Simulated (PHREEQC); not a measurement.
Solution (25 °C): 0.29 mol/kgw NH4Cl, 0.061 mol/kgw Na2HPO4 and 0.18 mol/kgw KCl. Closed to the air; pH follows from the charge balance.

The numbers come from PHREEQC with the ion-association model, phreeqc.dat.

Each row changes one thing in this solution. This is a speciation only: nothing precipitates in the calculation.

| case | pH | ionic strength (mol/kgw) | NH3 (mol/kgw) | SI of Sylvite (KCl) |
|---|---|---|---|---|
| as made | 7.74 | 0.633 | 0.00436 | -2.38 |
| 0.26 mol/kgw Na2SO4 added | 7.76 | 1.16 | 0.00319 | -2.48 |
| Na2HPO4 replaced by K2HPO4 at the same molality | 7.74 | 0.633 | 0.00437 | -2.16 |
| diluted 10-fold with water | 7.78 | 0.0635 | 0.000744 | -4.17 |
| NH4Cl from 0.29 to 0.319 mol/kgw | 7.72 | 0.662 | 0.00452 | -2.36 |
| Na2HPO4 left out | 5.08 | 0.470 | 1.08e-5 | -2.35 |
| Na2HPO4 replaced by NaHSO4 at the same molality | 1.50 | 0.577 | 2.50e-9 | -2.38 |
| diluted 2-fold with water | 7.74 | 0.318 | 0.00265 | -2.92 |

The ionic strength passes 0.7 mol/kgw, the rough limit of the ion-association models, in 0.26 mol/kgw Na2SO4 added.
